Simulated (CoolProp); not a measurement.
Vapour-liquid equilibrium of benzene (1) + octamethylcyclotetrasiloxane (D4) (2) at 0.0299 MPa; x and y are mole fractions of (1).

Values from CoolProp's multi-fluid Helmholtz-energy mixture model, Thol 2012 and Thol 2015; pair parameters Bell 2016.

```json
[
 {"x": "0.05", "bubble temperature (K)": "393.6", "y at the bubble point": "0.385", "dew temperature at overall composition x (K)": "405.2", "liquid density (mol/L)": "2.947"},
 {"x": "0.15", "bubble temperature (K)": "371.4", "y at the bubble point": "0.766", "dew temperature at overall composition x (K)": "402.1", "liquid density (mol/L)": "3.322"},
 {"x": "0.25", "bubble temperature (K)": "356.0", "y at the bubble point": "0.896", "dew temperature at overall composition x (K)": "398.7", "liquid density (mol/L)": "3.726"},
 {"x": "0.35", "bubble temperature (K)": "345.6", "y at the bubble point": "0.945", "dew temperature at overall composition x (K)": "395.0", "liquid density (mol/L)": "4.173"},
 {"x": "0.45", "bubble temperature (K)": "338.5", "y at the bubble point": "0.968", "dew temperature at overall composition x (K)": "390.8", "liquid density (mol/L)": "4.689"},
 {"x": "0.55", "bubble temperature (K)": "333.3", "y at the bubble point": "0.980", "dew temperature at overall composition x (K)": "385.9", "liquid density (mol/L)": "5.301"},
 {"x": "0.65", "bubble temperature (K)": "329.1", "y at the bubble point": "0.987", "dew temperature at overall composition x (K)": "380.1", "liquid density (mol/L)": "6.049"},
 {"x": "0.75", "bubble temperature (K)": "325.6", "y at the bubble point": "0.992", "dew temperature at overall composition x (K)": "372.8", "liquid density (mol/L)": "6.989"},
 {"x": "0.85", "bubble temperature (K)": "322.5", "y at the bubble point": "0.996", "dew temperature at overall composition x (K)": "362.6", "liquid density (mol/L)": "8.209"},
 {"x": "0.95", "bubble temperature (K)": "319.5", "y at the bubble point": "0.999", "dew temperature at overall composition x (K)": "344.4", "liquid density (mol/L)": "9.853"}
]
```

No azeotrope shows between x = 0.05 and 0.95.

The pair parameters rest on a limited set of measurements; away from them the model extrapolates. The gap from Raoult's law changes sign with composition, which may be real or a fault of the pair parameters; it wasn't checked against measurements.
